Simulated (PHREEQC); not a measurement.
**Phosphoric acid bath: speciation**

Solution (65 °C): 0.07 mol NaH2PO4 and 0.25 mol HCl per kg of water. Closed to the air; pH follows from the charge balance.

Equilibrium calculation in PHREEQC: ion-association model, wateq4f.dat.

| Property | Value |
|---|---|
| pH | 0.85 |
| ionic strength | 0.253 mol/kgw |
| activity of water | 0.990 |
| total alkalinity | -250 meq/kg |

```tsv
species	molality	activity	log γ
Cl-	0.250	0.169	-0.171
H+	0.183	0.142	-0.110
Na+	0.0700	0.0499	-0.147
H3PO4	0.0669	0.0709	0.025
H2PO4-	0.00311	0.00223	-0.145
HPO4-2	4.75e-9	1.19e-9	-0.602
```

Precipitation was switched off in this run. H3PO4, which wateq4f.dat lacks, is added to it with the constant of phreeqc.dat. Away from 25 °C the constants follow the database's enthalpies or fits; those with neither stay at their 25 °C values.
